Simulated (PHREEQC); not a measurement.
A solution holds 3.6e-05 mol/kgw Na2S and 0.00083 mol/kgw CsOH, at 20 °C. Closed to the air; pH follows from the charge balance.

Equilibrium calculation in PHREEQC: ion-association model, wateq4f.dat.

```json
{
  "pH": "11.09",
  "ionic_strength": "0.000902 mol/kgw",
  "total_alkalinity": "0.902 meq/kg"
}
```

| species | molality | activity | log γ |
|---|---|---|---|
| OH- | 0.000866 | 0.000837 | -0.015 |
| Cs+ | 0.000830 | 0.000803 | -0.015 |
| Na+ | 7.20e-5 | 6.96e-5 | -0.015 |
| HS- | 3.56e-5 | 3.44e-5 | -0.015 |
| S-2 | 4.13e-7 | 3.62e-7 | -0.058 |
| H2S | 2.86e-9 | 2.86e-9 | 0.000 |

Precipitation was switched off in this run. The polysulfide entries of wateq4f.dat were taken out for this run.
